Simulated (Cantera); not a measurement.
A closed system holds: 1 mol Cr₂O₃, 0.76 mol H₂, 1.2 mol H₂O, equilibrated at 1.00 Torr.

Equilibrium computed with Cantera from the NASA thermochemical tables; the gas is ideal and each condensed phase is pure. Candidate condensed phases: Cr, Cr₂O₃, H₂O; 13 gas species. Kinetics and transport are ignored.

Question: At 1702 °C, list the 4 most abundant gas species with their mole fractions, and the condensed phases.

Answer: H₂O 0.600, H₂ 0.372, H 0.0229, OH 0.00351. Condensed: Cr₂O₃(s).
